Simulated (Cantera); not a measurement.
**Thermodynamics of halide evaporation, hydrolysis and transport, feed CsCl + O₂ + N₂ + HCl**

Input: 1 mol CsCl, 0.081 mol O₂, 0.79 mol N₂, 0.051 mol HCl, equilibrated at 0.160 bar.

Cantera equilibrium calculation (NASA polynomials, part measured and part estimated; ideal gas, pure solids and liquids). Candidate condensed phases: Cs, CsCl, CsOH, H₂O, NH₄Cl; 37 gas species. Kinetics and transport are ignored.

From 1075 °C to 1975 °C nothing is condensed. The main Cs-bearing gas is CsCl throughout.

```tsv
T (°C)	log p CsCl	log p N₂	log p Cs₂Cl₂	log p O₂	log p HCl	log p Cl	log p H₂O	log p NO
1075	-1.20	-1.15	-1.88	-2.15	-2.41	-3.57	-3.47	-4.53
1225	-1.11	-1.17	-2.38	-2.17	-2.44	-3.26	-3.44	-4.20
1375	-1.09	-1.18	-2.88	-2.19	-2.48	-3.05	-3.32	-3.92
1525	-1.08	-1.18	-3.31	-2.20	-2.53	-2.90	-3.21	-3.68
1675	-1.08	-1.18	-3.69	-2.21	-2.58	-2.79	-3.11	-3.49
1825	-1.08	-1.18	-4.01	-2.23	-2.64	-2.70	-3.05	-3.32
1975	-1.08	-1.19	-4.29	-2.25	-2.70	-2.61	-3.03	-3.18
```
log p: log10 of the partial pressure in bar; nothing condenses.
